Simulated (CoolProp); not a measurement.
Vapour-liquid equilibrium of acetone (1) + toluene (2) at 104.35 °C; x and y are mole fractions of (1).

The numbers come from the multi-fluid Helmholtz-energy mixture model, Lemmon 2006 and Lemmon 2006; pair parameters Bell 2016 in CoolProp.

Problem. Give the bubble pressure and the first vapour's composition at x = 0.35, 0.65, 0.75. Is there an azeotrope?

Solution. x = 0.35: 0.2273 MPa, y = 0.724; x = 0.65: 0.3142 MPa, y = 0.872; x = 0.75: 0.3422 MPa, y = 0.910. No azeotrope shows between x = 0.05 and 0.95.

The pair parameters rest on a limited set of measurements; away from them the model extrapolates.
